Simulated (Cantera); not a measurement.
An isothermal, constant-pressure homogeneous reactor starts with 2.38 % C2H6, 97.6 % N2, at 1150 K and 0.133 bar.

Model: GRI-Mech 3.0 (53 species, 325 reactions), integrated in Cantera. GRI-Mech 3.0 stops at C3 and has no aromatics, soot or wall deposition, so with more carbon than oxygen in the feed, carbon stays in small species such as C2H2 where larger ones or solid carbon would form.

### Question
Predict: x(C2H6) at 80.0 s; x(CH3) at 80.0 s; x(H) at 80.0 s; x(H2) at 80.0 s.

### Answer
```json
{
  "x(C2H6) at 80.0 s": "3.62e-6 (gas-phase equilibrium 9.42e-7)",
  "x(CH3) at 80.0 s": "1.88e-7 (gas-phase equilibrium 1.58e-7)",
  "x(H) at 80.0 s": "1.42e-7 (gas-phase equilibrium 3.78e-8)",
  "x(H2) at 80.0 s": "0.0388 (gas-phase equilibrium 0.0338)"
}
```
